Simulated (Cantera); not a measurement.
A diamond (100) surface in a fixed gas of H2 with x(CH4) = 0.0055, x(CH3) = 2.7e-05, at 900 K, 44.3 Torr; coverages are run to steady state.

Model: the Harris–Goodwin 1993 mechanism for the reconstructed diamond (100) surface, integrated in Cantera.

One state of this run: growth (µm/h) = 0.401; θ c6HH = 0.621; θ c6H* = 0.00920; θ c6*H = 0.258; θ c6** = 0.00329; θ c6HM = 0.0872. θ: site fractions in the mechanism's names (c6HH fully hydrogenated, c6H* and c6*H radical sites, c6** diradical, c6HM methylated).

**Question.** Which value of x(H) does it belong to?
(A) 0.0039
(B) 0.017
(C) 0.0019
(D) 0.00021

**Answer.** D, 0.00021
